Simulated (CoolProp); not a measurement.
Vapour-liquid equilibrium of CHF3 (R23) (1) + sulfur hexafluoride (2) at -41.75 °C; x and y are mole fractions of (1).

Values from CoolProp's multi-fluid Helmholtz-energy mixture model, Penoncello 2003 and Guder 2009; pair parameters Bell 2016.

```tsv
x	bubble pressure, mixture model (bar)	bubble pressure, Raoult's law (bar)	y, mixture model	y, Raoult's law
0.05	4.001	3.356	0.222	0.099
0.15	…	3.699	0.422	0.268
0.25	5.751	4.043	0.516	0.409
0.35	6.170	4.386	0.576	0.528
0.45	…	4.729	…	0.630
0.55	…	5.073	0.666	0.718
0.65	6.821	5.416	…	0.794
0.75	6.907	5.759	…	0.862
0.85	6.903	6.103	0.837	0.922
0.95	6.762	6.446	0.935	0.975
```

Problem. Some entries are withheld; supply them.

Solution. 
- 0.15, bubble pressure, mixture model (bar): 5.096
- 0.45, bubble pressure, mixture model (bar): 6.459
- 0.45, y, mixture model: 0.622
- 0.55, bubble pressure, mixture model (bar): 6.670
- 0.65, y, mixture model: 0.712
- 0.75, y, mixture model: 0.767

The largest gap from Raoult's law is +42.2 % in bubble pressure, at x = 0.25. y crosses x between x = 0.75 and 0.85: the model has an azeotrope there.

Pair parameters are fitted to limited data, so mixtures are less certain than the pure fluids.
